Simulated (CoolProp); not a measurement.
Vapour-liquid equilibrium of cyclohexane (1) + n-heptane (2) at 0.512 MPa; x and y are mole fractions of (1).

Computed with CoolProp (multi-fluid Helmholtz-energy mixture model, Zhou 2014 and Span 2003; pair parameters Bell 2016).

```
x      bubble temperature, mixture model (K)  bubble temperature, Raoult's law (K)  y, mixture model  y, Raoult's law
-----  -------------------------------------  ------------------------------------  ----------------  ---------------
0.05                                   437.1                                 437.1             0.067            0.071
0.125                                  435.5                                 435.5             0.164            0.172
0.2                                    433.9                                 433.9             0.256            0.267
0.275                                  432.3                                 432.4             0.344            0.356
0.35                                   430.8                                 430.9             0.427            0.440
0.425                                  429.3                                 429.5             0.506            0.520
0.5                                    427.8                                 428.0             0.581            0.595
0.575                                  426.4                                 426.6             0.652            0.666
0.65                                   425.1                                 425.3             0.720            0.733
0.725                                  423.8                                 424.0             0.785            0.796
0.8                                    422.5                                 422.7             0.847            0.856
0.875                                  421.3                                 421.4             0.906            0.912
0.95                                   420.1                                 420.1             0.963            0.966
```

The largest gap from Raoult's law is -0.2 K in bubble temperature, at x = 0.575. No azeotrope shows between x = 0.05 and 0.95.

The pair parameters rest on a limited set of measurements; away from them the model extrapolates.
